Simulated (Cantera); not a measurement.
Charge: 1 mol HI, 0.13 mol H2, 0.042 mol O2, equilibrated at 260000 Pa.

Method: chemical equilibrium by Gibbs-energy minimisation in Cantera with the NASA 1993 tables (ideal gas, pure condensed phases). Candidate condensed phases: H2O, I2; 12 gas species. Rates play no part. All values below are at 1500 K.

Base state: HI 0.470, H2 0.201, I 0.196, H2O 0.0670, I2 0.0661 (mole fractions); condensed: gas only.

Question: What changes in the equilibrium state with this change: H2 from 0.13 to 2.5 mol?

Answer: 
```tsv
species	before	after
H2	0.201	0.702
HI	0.470	0.221
I	0.196	0.0493
I2	0.0661	0.00418
H2O	0.0670	0.0234
```
